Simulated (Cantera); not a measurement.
**Equilibrium for iron carbonyl, mercury and lead vapours: Fe(CO)5 + N2**

Charge: 1 mol Fe(CO)5, 0.36 mol N2, equilibrated at 13.3 mbar.

Cantera equilibrium calculation (NASA polynomials, part measured and part estimated; ideal gas, pure solids and liquids). Candidate condensed phases: C, Fe, Fe(CO)5, FeO, Fe2O3, Fe3O4; 27 gas species. Condensed phases not in the tables: cementite and carbon dissolved in iron. Kinetics and transport are ignored.

| T (K) | x CO | x N2 | x CO2 | x Fe | n C(graphite) | n Fe(α) | n Fe(γ) |
|---|---|---|---|---|---|---|---|
| 973 | 0.921 | 0.0679 | 0.0113 | <1e-12 | 0.0601 | 1.00 | 0 |
| 1023 | 0.928 | 0.0674 | 0.00411 | 3.36e-12 | 0.0219 | 1.00 | 0 |
| 1073 | 0.931 | 0.0673 | 0.00163 | 3.11e-11 | 0.00871 | 1.00 | 0 |
| 1123 | 0.932 | 0.0672 | 0.000699 | 2.34e-10 | 0.00375 | 1.00 | 0 |
| 1173 | 0.932 | 0.0672 | 0.000323 | 1.47e-9 | 0.00173 | 1.00 | 0 |
| 1223 | 0.933 | 0.0672 | 0.000160 | 7.93e-9 | 0.000855 | 0 | 1.00 |
| 1273 | 0.933 | 0.0672 | 8.34e-5 | 3.73e-8 | 0 | 0 | 1.00 |
x: gas mole fraction; n: condensed amount in mol.

From 973 K to 1173 K the condensed part is C(graphite) + Fe(α). At 1223 K the condensed part is C(graphite) + Fe(γ). At 1273 K the condensed part is Fe(γ).
